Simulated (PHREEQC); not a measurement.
A solution holds 0.1 mol HNO3, 0.028 mol Al(NO3)3 and 0.00067 mol CuSO4 per kg of water, at 25 °C. Closed to the air; pH follows from the charge balance.

Computed with PHREEQC (ion-association model, phreeqc.dat).

Problem. The ionic strength comes out as 0.268 mol/kgw. What activity coefficients do NO3-, AlHSO4+2, AlSO4+, AlOH+2, Al+3 get?

Solution. NO3- 0.67, AlHSO4+2 0.29, AlSO4+ 0.71, AlOH+2 0.28, Al+3 0.12.

This is a speciation only: nothing precipitates in the calculation.
